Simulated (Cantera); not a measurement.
Feed: 1 mol Pb, 2.2 mol O2, 0.27 mol N2, held at 1000 Pa.

Equilibrium computed with Cantera from the NASA thermochemical tables; the gas is ideal and each condensed phase is pure. Candidate condensed phases: Pb, PbO, PbO2, Pb3O4; 12 gas species. Equilibrium is a limit: real reactors are often held back by kinetics, nucleation or transport. All values below are at 752 °C.

Base state: O2 0.863, N2 0.137, PbO 6.85e-5, NO 3.46e-5 (mole fractions); condensed: PbO(yellow).

Task: What changes in the equilibrium state with this change: 0.33 mol NH3 added?

Result: 
```csv
species,before,after
O2,0.863,0.610
H2O,0,0.208
N2,0.137,0.183
PbO,6.85e-5,6.85e-5
NO,3.46e-5,3.35e-5
"PbO(yellow), mol",1.000,1.000
```
Further candidate phases: H2O.
